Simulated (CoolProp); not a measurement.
Vapour-liquid equilibrium of acetone (1) + water (2) at 184.45 °C; x and y are mole fractions of (1).

Computed with CoolProp (multi-fluid Helmholtz-energy mixture model, Lemmon 2006 and Wagner 2002; pair parameters Bell 2016).

Q: Give the bubble pressure and the first vapour's composition at x = 0.15, 0.35, 0.55. Is there an azeotrope?

A: x = 0.15: 1.588 MPa, y = 0.367; x = 0.35: 1.884 MPa, y = 0.532; x = 0.55: 2.035 MPa, y = 0.641. y crosses x between x = 0.85 and 0.95: the model has an azeotrope there.

Pair parameters are fitted to limited data, so mixtures are less certain than the pure fluids.
